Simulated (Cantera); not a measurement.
Cantera run, input and output.

```python
import numpy as np
import cantera as ct

gas = ct.Solution("gri30.yaml")
gas.TPX = 1700, 580000, {'CH4': 1, 'H2O': 4}
inlet = ct.Reservoir(gas, clone=True)

reactor = ct.IdealGasConstPressureReactor(gas, energy="off", clone=False)
exhaust = ct.Reservoir(gas, clone=True)
tau = [0.84, 0.29, 0.1, 0.035, 0.012, 0.0041, 0.0014, 0.00049, 0.00017][0]
for a, b in ((inlet, reactor), (reactor, exhaust)):
    ct.MassFlowController(a, b, mdot=lambda t: reactor.mass / tau)
net = ct.ReactorNet([reactor])
show = ['CH4', 'H2O', 'C2H', 'CH2CO', 'H2', 'CH2']

rows = []
print(f"{'tau/s':>10s}{'T/K':>9s}" + "".join(f"{s:>11s}" for s in show))
for tau in [0.84, 0.29, 0.1, 0.035, 0.012, 0.0041, 0.0014, 0.00049, 0.00017]:
    net.initial_time = 0.0
    net.advance(30 * tau)
    before = gas.X
    net.advance(40 * tau)
    drift = np.max(np.abs(gas.X - before) / (gas.X + 1e-9))
    rows.append([gas.T, *gas[show].X, drift])
    print(f"{tau:10.3e}{gas.T:9.1f}" + "".join(f"{x:11.3e}" for x in gas[show].X))
```

It prints:

```
     tau/s      T/K        CH4        H2O        C2H      CH2CO         H2        CH2
 8.400e-01   1700.0  2.223e-02  4.603e-01  3.255e-09  4.553e-06  3.951e-01  6.795e-09
 2.900e-01   1700.0  3.309e-02  5.065e-01  7.727e-09  1.131e-05  3.516e-01  1.365e-08
 1.000e-01   1700.0  4.604e-02  5.673e-01  1.453e-08  2.316e-05  2.949e-01  2.507e-08
 3.500e-02   1700.0  6.273e-02  6.316e-01  2.138e-08  3.762e-05  2.321e-01  4.034e-08
 1.200e-02   1700.0  8.641e-02  6.892e-01  2.464e-08  4.777e-05  1.690e-01  5.664e-08
 4.100e-03   1700.0  1.167e-01  7.329e-01  2.168e-08  4.547e-05  1.122e-01  7.007e-08
 1.400e-03   1700.0  1.480e-01  7.641e-01  1.387e-08  3.040e-05  6.446e-02  8.047e-08
 4.900e-04   1700.0  1.729e-01  7.845e-01  5.658e-09  1.194e-05  3.010e-02  8.779e-08
 1.700e-04   1700.0  1.888e-01  7.954e-01  1.068e-09  1.767e-06  1.031e-02  8.402e-08
```

Detailed kinetics in Cantera: GRI-Mech 3.0 (53 species, 325 reactions).
